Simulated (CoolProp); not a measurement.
A Linde-Hampson liquefier for carbon monoxide: isothermal reversible compression at 250 K from 1 atm to 30 MPa, throttling to 1 atm, return gas leaving the recuperator 0 K below the feed. Each further row changes one setting.

Computed with CoolProp (reference Helmholtz-energy equation of state, Lemmon 2006). It is a short technical equation, of lower accuracy than the large ones.

```
case                        liquid yield per pass  compression work (kJ/kg of gas)
--------------------------  ---------------------  -------------------------------
as stated                                       ?                              415
high pressure 60 MPa                            ?                                ?
warm-end temperature 280 K                      ?                                ?
warm-end gap 5 K                                ?                              415
```

**Question.** Fill in the missing entries.

**Answer.** 
- as stated, liquid yield per pass: 0.167
- high pressure 60 MPa, liquid yield per pass: 0.155
- high pressure 60 MPa, compression work (kJ/kg of gas): 481
- warm-end temperature 280 K, liquid yield per pass: 0.124
- warm-end temperature 280 K, compression work (kJ/kg of gas): 472
- warm-end gap 5 K, liquid yield per pass: 0.156
